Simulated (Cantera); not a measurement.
**Silicon oxide and oxynitride deposition: SiH₄ + NO**

Feed: 1 mol SiH₄, a varied amount of NO, equilibrated at 1898 K and 0.0133 bar.

Cantera equilibrium calculation (NASA polynomials, part measured and part estimated; ideal gas, pure solids and liquids). Candidate condensed phases: H₂O, Si, SiO₂, Si₂N₂O, Si₃N₄; 35 gas species. The tables' values for SiN are old estimates; treat these amounts as uncertain. The tables hold silica as quartz up to 1696 K and as liquid above; real silica turns to tridymite and cristobalite and melts near 1996 K. Gases not in the tables: Si₂H₆ and higher silanes. The numbers say what is thermodynamically allowed, not how fast it happens.

From 0.26 mol NO to 0.88 mol NO the condensed part is Si(l). From 1.3 mol NO to 10 mol NO the condensed part is SiO₂(condensed).

| n(NO) (mol) | x H₂ | x N₂ | x H₂O | x O₂ | x SiO | n Si(l) | n SiO₂(condensed) |
|---|---|---|---|---|---|---|---|
| 0.26 | 0.830 | 0.0542 | 1.10e-6 | <1e-12 | 0.108 | 0.737 | 0 |
| 0.39 | 0.768 | 0.0751 | 1.41e-6 | <1e-12 | 0.150 | 0.607 | 0 |
| 0.58 | 0.691 | 0.101 | 1.70e-6 | <1e-12 | 0.201 | 0.417 | 0 |
| 0.88 | 0.598 | 0.132 | 1.92e-6 | <1e-12 | 0.264 | 0.116 | 0 |
| 1.3 | 0.588 | 0.193 | 0.00280 | 2.79e-11 | 0.211 | 0 | 0.291 |
| 2 | 0.621 | 0.324 | 0.0249 | 1.99e-9 | 0.0250 | 0 | 0.923 |
| 3 | 0.282 | 0.427 | 0.286 | 1.26e-6 | 0.000992 | 0 | 0.997 |
| 4.5 | 0.00210 | 0.497 | 0.438 | 0.0538 | 4.80e-6 | 0 | 1.000 |
| 6.8 | 0.000716 | 0.496 | 0.290 | 0.201 | 2.48e-6 | 0 | 1.000 |
| 10 | 0.000401 | 0.496 | 0.196 | 0.295 | 2.05e-6 | 0 | 1.000 |
x: gas mole fraction; n: condensed amount in mol.
